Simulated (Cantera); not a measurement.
Charge: 1 mol SiCl4, 8.3 mol H2, held at 28.0 bar.

Cantera equilibrium calculation (NASA polynomials, part measured and part estimated; ideal gas, pure solids and liquids). Candidate condensed phases: Si; 19 gas species. Rates play no part. All values below are at 352 °C.

Base state: H2 0.890, SiCl4 0.105, HCl 0.00213, SiHCl3 0.00213 (mole fractions); condensed: gas only.

### Question
What changes in the equilibrium state with this change: 0.026 mol Cl2 added?

### Answer
```tsv
species	before	after
H2	0.890	0.886
SiCl4	0.105	0.107
HCl	0.00213	0.00630
SiHCl3	0.00213	0.000724
```
